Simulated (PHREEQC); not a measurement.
A solution holds 0.03 mol/kgw H2SO4, 0.00025 mol/kgw Al2(SO4)3 and 0.0035 mol/kgw NiSO4, at 20 °C. Closed to the air; pH follows from the charge balance.

All values are PHREEQC results (ion-association model, wateq4f.dat), not measurements.

Each row changes one thing in this solution. This is a speciation only: nothing precipitates in the calculation.

| case | pH | ionic strength (mol/kgw) | HSO4- (mol/kgw) | SO4-2 (mol/kgw) | AlSO4+ (mol/kgw) | Al+3 (mol/kgw) | SI of Gibbsite (Al(OH)3) | SI of Boehmite (AlOOH) |
|---|---|---|---|---|---|---|---|---|
| as made | 1.47 | 0.0606 | 0.0201 | 0.0126 | 0.000358 | 7.91e-5 | -8.73 | -9.27 |
| NiSO4 replaced by FeSO4 at the same molality | 1.47 | 0.0603 | 0.0200 | 0.0126 | 0.000358 | 7.90e-5 | -8.73 | -9.27 |
| NiSO4 from 0.0035 to 0.00525 mol/kgw | 1.48 | 0.0643 | 0.0206 | 0.0133 | 0.000357 | 7.78e-5 | -8.73 | -9.27 |
| H2SO4 from 0.03 to 0.006 mol/kgw | 2.09 | … | 0.00281 | 0.00609 | 0.000366 | … | -6.63 | -7.17 |
| diluted 100-fold with water | … | 0.00103 | 1.44e-5 | 0.000325 | 1.92e-6 | 3.03e-6 | -4.31 | -4.85 |
| H2SO4 from 0.03 to 0.033 mol/kgw | 1.44 | 0.0647 | … | 0.0132 | 0.000357 | … | -8.86 | -9.40 |

Question: Complete the blanks.

Answer: 
- H2SO4 from 0.03 to 0.006 mol/kgw, ionic strength (mol/kgw): 0.0240
- H2SO4 from 0.03 to 0.006 mol/kgw, Al+3 (mol/kgw): 9.51e-5
- diluted 100-fold with water, pH: 3.25
- H2SO4 from 0.03 to 0.033 mol/kgw, HSO4- (mol/kgw): 0.0225
- H2SO4 from 0.03 to 0.033 mol/kgw, Al+3 (mol/kgw): 7.87e-5

Complexes and solids missing from the database can't appear.
